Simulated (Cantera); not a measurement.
**Thermodynamics of iron carbonyl, mercury and lead vapours, feed PbO + CO + N2**

A closed system holds: 1 mol PbO, 0.059 mol CO, 31 mol N2, held at 3.80 bar.

Cantera equilibrium calculation (NASA polynomials, part measured and part estimated; ideal gas, pure solids and liquids). Candidate condensed phases: C, Pb, PbO, PbO2, Pb3O4; 27 gas species. Each liquid is taken as pure. Mutual solubility and eutectic melting of coexisting phases are not modelled. Gases not in the tables: (PbO)n polymers. The numbers say what is thermodynamically allowed, not how fast it happens.

From 873 K to 1123 K the condensed part is Pb(l) + PbO(yellow). From 1173 K to 1373 K the condensed part is Pb(l) + PbO(l). At 1423 K the condensed part is PbO(l).

```tsv
T (K)	x N2	x CO2	x Pb	x PbO	x CO	x NO	n Pb(l)	n PbO(yellow)	n PbO(l)
873	0.998	0.00190	1.67e-7	6.21e-10	6.33e-8	<1e-12	0.0590	0.941	0
923	0.998	0.00190	6.67e-7	4.96e-9	1.02e-7	1.05e-12	0.0590	0.941	0
973	0.998	0.00190	2.30e-6	3.18e-8	1.57e-7	8.33e-12	0.0589	0.941	0
1023	0.998	0.00190	7.02e-6	1.69e-7	2.32e-7	5.40e-11	0.0588	0.941	0
1073	0.998	0.00190	1.92e-5	7.66e-7	3.32e-7	2.93e-10	0.0584	0.941	0
1123	0.998	0.00190	4.81e-5	3.01e-6	4.60e-7	1.36e-9	0.0575	0.941	0
1173	0.998	0.00190	0.000111	1.02e-5	6.42e-7	5.38e-9	0.0555	0	0.941
1223	0.998	0.00190	0.000239	2.86e-5	9.44e-7	1.75e-8	0.0516	0	0.940
1273	0.998	0.00190	0.000483	7.36e-5	1.35e-6	5.16e-8	0.0439	0	0.939
1323	0.997	0.00190	0.000925	0.000176	1.88e-6	1.40e-7	0.0302	0	0.936
1373	0.996	0.00189	0.00169	0.000392	2.57e-6	3.51e-7	0.00637	0	0.929
1423	0.995	0.00189	0.00189	0.000823	2.21e-6	1.28e-6	0	0	0.915
```
x: gas mole fraction; n: condensed amount in mol.
